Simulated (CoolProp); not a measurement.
Ammonia at 293.15 K and 1.64 MPa flows at 12 m/s in a round tube of 4.6 mm bore and 1.5 µm roughness, fully developed (64/Re and Nu = 3.66 if laminar; Colebrook and Gnielinski if turbulent). Each further row changes one setting.

Model: reference Helmholtz-energy equation of state, Gao 2020, in CoolProp.

```
case             Reynolds number  Darcy friction factor  pressure drop (Pa/m)  heat-transfer coefficient (W/(m² K))  mass flow (kg/h)
---------------  ---------------  ---------------------  --------------------  ------------------------------------  ----------------
as stated                    ___                 0.0175                   ___                                 67600               ___
velocity 24 m/s           485000                    ___                   ___                                128000               877
diameter 9.2 mm           485000                 0.0151                 72400                                 59000              1750
```

Task: Fill in the missing entries.

Result: 
- as stated, Reynolds number: 242000
- as stated, pressure drop (Pa/m): 167000
- as stated, mass flow (kg/h): 439
- velocity 24 m/s, Darcy friction factor: 0.0165
- velocity 24 m/s, pressure drop (Pa/m): 632000

Viscosity comes from a separate model (Fenghour 1995). Thermal conductivity comes from a separate model (Tufeu 1984).
